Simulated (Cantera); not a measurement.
Input: 1 mol SiF4, a varied amount of N2, 23 mol H2, held at 1375 K and 38000 Pa.

These are equilibrium values from Cantera (NASA tables, ideal gas, pure condensed phases), not measurements of a reactor. Candidate condensed phases: Si, Si3N4; 37 gas species. N2 is the only nitrogen source here; it is nearly inert below about 1500 K, so the nitride shown seldom forms there in practice. Equilibrium is a limit: real reactors are often held back by kinetics, nucleation or transport.

Question: Which condensed phases are stable at each of these points (n(N2) (mol)): 0.29, 0.36, 0.44, 0.55, 0.68, 0.84, 1, 1.3, 1.6, 1.9, 2.4, 2.9?

Answer: 
```
n(N2) (mol)  condensed phases  Si condensed (%)
-----------  ----------------  ----------------
0.29                 gas only               0.0
0.36                 gas only               0.0
0.44                 gas only               0.0
0.55                 gas only               0.0
0.68                 gas only               0.0
0.84                 gas only               0.0
1                    Si3N4(s)               0.1
1.3                  Si3N4(s)               0.3
1.6                  Si3N4(s)               0.4
1.9                  Si3N4(s)               0.5
2.4                  Si3N4(s)               0.7
2.9                  Si3N4(s)               0.8
```

From 0.29 mol N2 to 0.84 mol N2 nothing is condensed. From 1 mol N2 to 2.9 mol N2 the condensed part is Si3N4(s).
